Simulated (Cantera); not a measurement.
A Cantera script and what it prints.

```python
import numpy as np
import cantera as ct

gas_names = """
    OH H ZrO2
""".split()
cond_names = """
    Zr(a) Zr(b) Zr(L)
""".split()


def load(file, names, dense=False):
    # The tables refer to 1 bar. Condensed volumes are neglected.
    table = {s.name: s for s in ct.Species.list_from_file(file)}
    out = []
    for n in names:
        d = dict(table[n].input_data)
        d["thermo"] = dict(d["thermo"], **{"reference-pressure": 1e5})
        if dense:
            d["equation-of-state"] = {"model": "constant-volume", "density": "1e6 g/cm^3"}
        out.append(ct.Species.from_dict(d))
    return out


species = {s.name: s for s in load("nasa_gas.yaml", gas_names) + load("nasa_condensed.yaml", cond_names)}
# Each term lists the table entries of one substance; the one whose range holds T is used.
reactions = {
    '2 OH(g) + Zr = 2 H(g) + ZrO2(g)':
        [(-2, ['OH']), (-1, ['Zr(a)', 'Zr(b)', 'Zr(L)']), (2, ['H']), (1, ['ZrO2'])],
}


def pick(names, T):
    return next(species[n] for n in names if species[n].thermo.min_temp <= T <= species[n].thermo.max_temp)


results = []
for label, terms in reactions.items():
    print(label)
    print("     T/K   dH/kJ  dS/(J/K)   dG/kJ   log10 K")
    for T in [300, 1273, 1423, 1573, 1723, 1873, 2023, 2173, 2323, 2473, 2623]:
        used = [(nu, pick(names, T)) for nu, names in terms]
        dH = sum(nu * s.thermo.h(T) for nu, s in used) / 1e6
        dS = sum(nu * s.thermo.s(T) for nu, s in used) / 1e3
        dG = dH - T * dS / 1e3
        logK = -dG * 1e6 / (ct.gas_constant * T * np.log(10))
        results.append((label, T, dH, dS, dG, logK, [s.name for _, s in used]))
        print(f"{T:8g} {dH:8.1f} {dS:8.1f} {dG:8.1f} {logK:8.2f}")
```

It prints:

```
2 OH(g) + Zr = 2 H(g) + ZrO2(g)
     T/K   dH/kJ  dS/(J/K)   dG/kJ   log10 K
     300     71.1     96.8     42.1    -7.32
    1273     73.6    102.9    -57.4     2.35
    1423     74.3    103.4    -72.8     2.67
    1573     74.7    103.7    -88.4     2.93
    1723     74.9    103.8   -103.9     3.15
    1873     74.7    103.7   -119.5     3.33
    2023     74.1    103.4   -135.0     3.49
    2173     52.0     93.0   -150.0     3.61
    2323     50.0     92.1   -163.9     3.69
    2473     47.9     91.2   -177.7     3.75
    2623     45.7     90.4   -191.3     3.81
```

Source: NASA polynomial tables (part measured, part estimated), evaluated in Cantera. Condensed species are held in their standard states even where they would react or evaporate.
